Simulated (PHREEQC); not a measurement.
A solution holds 7.3 mmol/kgw H2SO4, 6.7 mmol/kgw KNO3 and 81 mmol/kgw H3BO3, at 25 °C. Closed to the air; pH follows from the charge balance.

The numbers come from PHREEQC with the ion-association model, phreeqc.dat.

Q: The ionic strength comes out as 0.0226 mol/kgw. What activity coefficients do K+, NO3-, SO4-2, HSO4-, KSO4- get?

A: K+ 0.86, NO3- 0.86, SO4-2 0.57, HSO4- 0.86, KSO4- 0.87.

No solid was allowed to form. Species that the database lacks are ignored.
